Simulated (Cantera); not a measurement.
A Cantera script and what it prints.

```python
import numpy as np
import cantera as ct

gas_names = """
    Cu CuO Cu2 H HO2 H2 H2O H2O2 O OH O2 O3
""".split()
cond_names = """
    Cu(cr) Cu(L) CuO(s) CuO2H2(s) Cu2O(s) Cu2O(L) H2O(s) H2O(L)
""".split()


# ... load() reads the species with a 1 bar reference pressure and builds the phases ...
atoms = {
    'CuO': {'Cu': 1, 'O': 1},
    'H2': {'H': 2},
}
top_T = {'CuO(s)': 1390}  # K; cautious upper limits of use, not melting points


# ... equilibrate(T, P, feed) seeds the gas with the atoms and calls Mixture.equilibrate('TP', solver="vcs", rtol=1e-11, max_steps=5000) ...
results = []
feed = {'CuO': 1, 'H2': 200}  # mol
P = 101325  # Pa
for T in [773, 848, 923, 998, 1073, 1148, 1223, 1298, 1373, 1448, 1523, 1598, 1673]:
    mix = equilibrate(T, P, feed)
    results.append((T, P, feed, dict(zip(mix.species_names, mix.species_moles))))

top = {s: max(r[3][s] / sum(r[3][g] for g in gas_names) for r in results) for s in gas_names}
cols = sorted((s for s in top if top[s] > 0.0001), key=lambda s: -top[s])[:5]
seen = [c for c in cond_names if any(r[3].get(c, 0) > 1e-12 for r in results)]
print("log10 of partial pressures in bar; condensed amounts in mol")
print(f"{'T/K':>10s}" + "".join(f"{s[:9]:>10s}" for s in cols + seen))
for T, P, feed, n in results:
    ng = sum(n[g] for g in gas_names)
    print(f"{T:10.4g}" + "".join(f"{np.log10(max(n[s] / ng * P / 1e5, 1e-99)):10.3f}" for s in cols)
          + "".join(f"{n.get(c, 0):10.4g}" for c in seen))
```

Output:

```
log10 of partial pressures in bar; condensed amounts in mol
       T/K        H2       H2O         H        Cu    Cu(cr)     Cu(L)
       773     0.004    -2.295   -12.040   -15.936         1         0
       848     0.004    -2.295   -10.719   -13.934         1         0
       923     0.004    -2.295    -9.610   -12.261         1         0
       998     0.004    -2.295    -8.666   -10.842         1         0
      1073     0.004    -2.295    -7.852    -9.623         1         0
      1148     0.004    -2.295    -7.143    -8.565         1         0
      1223     0.004    -2.295    -6.520    -7.639         1         0
      1298     0.004    -2.295    -5.968    -6.822         1         0
      1373     0.004    -2.295    -5.476    -6.102         0    0.9998
      1448     0.004    -2.295    -5.034    -5.479         0    0.9993
      1523     0.004    -2.295    -4.634    -4.919         0    0.9976
      1598     0.004    -2.295    -4.272    -4.413         0    0.9924
      1673     0.003    -2.295    -3.942    -3.954         0     0.978
```

Cantera equilibrium calculation (NASA polynomials, part measured and part estimated; ideal gas, pure solids and liquids).
